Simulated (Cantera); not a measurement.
An isothermal, constant-pressure homogeneous reactor starts with 9.43 % CH₄, 90.6 % N₂, at 1925 K and 0.290 bar.

Model: GRI-Mech 3.0 (53 species, 325 reactions), integrated in Cantera. GRI-Mech 3.0 stops at C3 and has no aromatics, soot or wall deposition, so with more carbon than oxygen in the feed, carbon stays in small species such as C2H2 where larger ones or solid carbon would form.

One state of this run: x CH₄ = 0.000147; x HCN = 4.82e-5; x H = 0.000640; x C₂H₄ = 1.66e-5; x C₂H₂ = 0.0430; x CH₂ = 8.88e-8; x C₂H = 3.06e-6. x: mole fraction; the columns are a selection and need not sum to one.

Q: Which value of t (s) does it belong to?
A) 0.00415
B) 0.00111
C) 0.216
D) 0.000298

A: C, 0.216
